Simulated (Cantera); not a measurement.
What does this Cantera script print?

```python
import numpy as np
import cantera as ct

gas = ct.Solution("gri30.yaml")
gas.TPX = 923, 740000, {'CH3OH': 0.0057, 'O2': 0.01, 'N2': 1}
reactor = ct.IdealGasConstPressureReactor(gas, energy="off", clone=False)
net = ct.ReactorNet([reactor])
net.rtol, net.atol = 1e-08, 1e-18
show = ['CH3OH', 'O2', 'H', 'NO2', 'C2H6']
times = np.geomspace(6e-06, 80, 15)

steps = ct.SolutionArray(gas, extra=["t"])
rows = []
print(f"{'t/s':>10s}{'T/K':>9s}{'P/Pa':>11s}" + "".join(f"{s:>11s}" for s in show))
for t in times:
    while net.time < t:
        t_next = net.step()
        steps.append(gas.state, t=t_next)
    rows.append([np.interp(t, steps.t, y) for y in (steps.T, steps.P, *steps(*show).X.T)])
    print(f"{t:10.3e}{rows[-1][0]:9.1f}{rows[-1][1]:11.4g}" + "".join(f"{x:11.3e}" for x in rows[-1][2:]))
rate = np.gradient(steps.T, steps.t)
print("integrator steps:", len(steps.t))
if steps.T.max() > steps.T[0] + 200:
    print(f"time of steepest temperature rise: {steps.t[rate.argmax()]:.4e} s")
gas.TPX = 923, 740000, {'CH3OH': 0.0057, 'O2': 0.01, 'N2': 1}
gas.equilibrate("TP")
print(f"equilibrium (TP): T = {gas.T:.1f} K  " + "  ".join(f"{s} {gas[s].X[0]:.3e}" for s in show))
```

Result:

```
       t/s      T/K       P/Pa      CH3OH         O2          H        NO2       C2H6
 6.000e-06    923.0    7.4e+05  5.612e-03  9.845e-03  9.674e-15  9.191e-39  5.165e-24
 1.937e-05    923.0    7.4e+05  5.612e-03  9.845e-03  9.750e-15  4.847e-37  1.701e-22
 6.252e-05    923.0    7.4e+05  5.612e-03  9.845e-03  9.875e-15  2.020e-35  5.237e-21
 2.018e-04    923.0    7.4e+05  5.612e-03  9.845e-03  1.019e-14  7.635e-34  1.345e-19
 6.514e-04    923.0    7.4e+05  5.612e-03  9.845e-03  1.069e-14  2.887e-32  2.150e-18
 2.103e-03    923.0    7.4e+05  5.612e-03  9.845e-03  1.093e-14  1.085e-30  1.518e-17
 6.787e-03    923.0    7.4e+05  5.612e-03  9.845e-03  1.110e-14  3.884e-29  6.090e-17
 2.191e-02    923.0    7.4e+05  5.612e-03  9.845e-03  1.165e-14  1.339e-27  2.084e-16
 7.072e-02    923.0    7.4e+05  5.612e-03  9.845e-03  1.356e-14  4.578e-26  6.833e-16
 2.283e-01    923.0    7.4e+05  5.612e-03  9.845e-03  2.158e-14  1.744e-24  2.203e-15
 7.369e-01    923.0    7.4e+05  5.612e-03  9.845e-03  7.121e-14  1.615e-22  6.971e-15
 2.379e+00    923.0    7.4e+05  5.594e-03  9.838e-03  3.633e-11  1.702e-18  1.906e-14
 7.678e+00    923.0    7.4e+05  2.819e-10  2.872e-03  1.048e-09  4.185e-12  6.670e-17
 2.478e+01    923.0    7.4e+05  1.280e-13  2.039e-03  2.455e-10  1.599e-11  1.017e-18
 8.000e+01    923.0    7.4e+05  1.926e-15  1.591e-03  4.709e-11  3.761e-11  4.247e-22
integrator steps: 2395
equilibrium (TP): T = 923.0 K  CH3OH 5.529e-43  O2 1.423e-03  H 8.096e-17  NO2 2.482e-08  C2H6 3.128e-84
```

Model: GRI-Mech 3.0 (53 species, 325 reactions), integrated in Cantera. GRI-Mech 3.0 was tuned for natural gas; its chemistry of methanol as a main component is partial and can be far from experiment. Below about 1000 K GRI-Mech 3.0 lacks low-temperature oxidation paths.
